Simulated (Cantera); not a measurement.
Cantera run:

```python
import numpy as np
import cantera as ct

gas_names = """
    H H2 N NH NH2 NH3 N2 N2H2 N2H4 Si SiH SiH2 SiH3 SiH4 SiN Si2 Si2N Si3
""".split()
cond_names = """
    Si(cr) Si(L) Si3N4(a)
""".split()


def load(file, names, dense=False):
    # The tables refer to 1 bar. Condensed volumes are neglected.
    table = {s.name: s for s in ct.Species.list_from_file(file)}
    out = []
    for n in names:
        d = dict(table[n].input_data)
        d["thermo"] = dict(d["thermo"], **{"reference-pressure": 1e5})
        if dense:
            d["equation-of-state"] = {"model": "constant-volume", "density": "1e6 g/cm^3"}
        out.append(ct.Species.from_dict(d))
    return out


gas = ct.Solution(thermo="ideal-gas", species=load("nasa_gas.yaml", gas_names))
cond = {s.name: ct.Solution(thermo="fixed-stoichiometry", species=[s], name=s.name)
        for s in load("nasa_condensed.yaml", cond_names, dense=True)}
atoms = {
    'Si3N4': {'Si': 3, 'N': 4},
    'Si': {'Si': 1},
    'H2': {'H': 2},
}
top_T = {'Si3N4(a)': 2400}  # K; cautious upper limits of use, not melting points


def equilibrate(T, P, feed):
    n = {}
    for name, mol in feed.items():
        for a, k in atoms[name].items():
            n[a] = n.get(a, 0.0) + k * mol
    gas.TPX = T, P, n
    mass = sum(n.values()) * gas.mean_molecular_weight
    gas.equilibrate("TP")
    valid = [c for c in cond.values() if c.min_temp <= T <= top_T.get(c.name, c.max_temp)]
    mix = ct.Mixture([(gas, mass / gas.mean_molecular_weight)] + [(c, 0.0) for c in valid])
    mix.T, mix.P = T, P
    mix.equilibrate("TP", solver="vcs", rtol=1e-11, max_steps=5000)
    return mix


results = []
T = 2750  # K
P = 65000  # Pa
for m in [0.24, 0.32, 0.44, 0.59, 0.79, 1.1, 1.4, 1.9, 2.6]:
    feed = {'Si3N4': 1, 'Si': 0.094, 'H2': m}  # mol
    mix = equilibrate(T, P, feed)
    results.append((T, P, feed, dict(zip(mix.species_names, mix.species_moles))))
    x = sorted(zip(gas.X, gas.species_names), reverse=True)
    print(f"T = {T:g} K  P = {P:g} Pa  n(H2) = {m:g} mol  gas = {mix.phase_moles(0):.4g} mol")
    print("   x: " + "  ".join(f"{s} {v:.3e}" for v, s in x if v > 1e-06))
    print("   condensed (mol): " + ("  ".join(f"{mix.phase(i).name} {mix.phase_moles(i):.4g}"
          for i in range(1, mix.n_phases) if mix.phase_moles(i) > 1e-12) or "none"))
```

It prints:

```
T = 2750 K  P = 65000 Pa  n(H2) = 0.24 mol  gas = 2.375 mol
   x: N2 8.402e-01  H2 8.741e-02  Si 3.989e-02  H 2.509e-02  SiN 2.110e-03  SiH 1.776e-03  Si2N 1.600e-03  Si2 1.484e-03  Si3 2.348e-04  SiH2 2.022e-04  N 2.731e-06
   condensed (mol): Si(L) 2.973
T = 2750 K  P = 65000 Pa  n(H2) = 0.32 mol  gas = 2.465 mol
   x: N2 8.096e-01  H2 1.142e-01  Si 3.989e-02  H 2.867e-02  SiN 2.071e-03  SiH 2.030e-03  Si2N 1.571e-03  Si2 1.484e-03  SiH2 2.641e-04  Si3 2.348e-04  N 2.681e-06
   condensed (mol): Si(L) 2.968
T = 2750 K  P = 65000 Pa  n(H2) = 0.44 mol  gas = 2.599 mol
   x: N2 7.679e-01  H2 1.513e-01  Si 3.989e-02  H 3.300e-02  SiH 2.337e-03  SiN 2.017e-03  Si2N 1.530e-03  Si2 1.484e-03  SiH2 3.499e-04  Si3 2.348e-04  N 2.611e-06
   condensed (mol): Si(L) 2.961
T = 2750 K  P = 65000 Pa  n(H2) = 0.59 mol  gas = 2.765 mol
   x: N2 7.216e-01  H2 1.930e-01  Si 3.989e-02  H 3.727e-02  SiH 2.639e-03  SiN 1.955e-03  Si2 1.484e-03  Si2N 1.483e-03  SiH2 4.463e-04  Si3 2.348e-04  N 2.531e-06
   condensed (mol): Si(L) 2.951
T = 2750 K  P = 65000 Pa  n(H2) = 0.79 mol  gas = 2.986 mol
   x: N2 6.682e-01  H2 2.417e-01  H 4.171e-02  Si 3.989e-02  SiH 2.954e-03  SiN 1.881e-03  Si2 1.484e-03  Si2N 1.427e-03  SiH2 5.590e-04  Si3 2.348e-04  N 2.435e-06
   condensed (mol): Si(L) 2.939
T = 2750 K  P = 65000 Pa  n(H2) = 1.1 mol  gas = 3.327 mol
   x: N2 5.996e-01  H2 3.048e-01  H 4.685e-02  Si 3.989e-02  SiH 3.317e-03  SiN 1.782e-03  Si2 1.484e-03  Si2N 1.352e-03  SiH2 7.050e-04  Si3 2.348e-04  N 2.307e-06
   condensed (mol): Si(L) 2.921
T = 2750 K  P = 65000 Pa  n(H2) = 1.4 mol  gas = 3.657 mol
   x: N2 5.455e-01  H2 3.550e-01  H 5.055e-02  Si 3.989e-02  SiH 3.580e-03  SiN 1.700e-03  Si2 1.484e-03  Si2N 1.289e-03  SiH2 8.210e-04  Si3 2.348e-04  N 2.200e-06
   condensed (mol): Si(L) 2.903
T = 2750 K  P = 65000 Pa  n(H2) = 1.9 mol  gas = 4.205 mol
   x: N2 4.743e-01  H2 4.214e-01  H 5.508e-02  Si 3.989e-02  SiH 3.900e-03  SiN 1.585e-03  Si2 1.484e-03  Si2N 1.202e-03  SiH2 9.746e-04  Si3 2.348e-04  N 2.052e-06  SiH3 1.066e-06  NH3 1.008e-06
   condensed (mol): Si(L) 2.874
T = 2750 K  P = 65000 Pa  n(H2) = 2.6 mol  gas = 4.971 mol
   x: H2 4.901e-01  N2 4.010e-01  H 5.940e-02  Si 3.989e-02  SiH 4.206e-03  Si2 1.484e-03  SiN 1.458e-03  SiH2 1.133e-03  Si2N 1.105e-03  Si3 2.348e-04  N 1.887e-06  SiH3 1.337e-06  NH3 1.162e-06
   condensed (mol): Si(L) 2.833
```

Cantera equilibrium calculation (NASA polynomials, part measured and part estimated; ideal gas, pure solids and liquids). The tables' values for SiN are old estimates; treat these amounts as uncertain. Gases not in the tables: Si2H6 and higher silanes.
